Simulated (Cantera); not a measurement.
A closed system holds: 1 mol HI, 1.3 mol O2, at 1.00 bar.

Method: chemical equilibrium by Gibbs-energy minimisation in Cantera with the NASA 1993 tables (ideal gas, pure condensed phases). Candidate condensed phases: H2O, I2; 12 gas species. Rates play no part.

### Question
At 2348 K, list the 5 most abundant gas species with their mole fractions, and the condensed phases.

### Answer
O2 0.406, I 0.385, H2O 0.186, OH 0.0140, O 0.00416. Condensed: gas only.
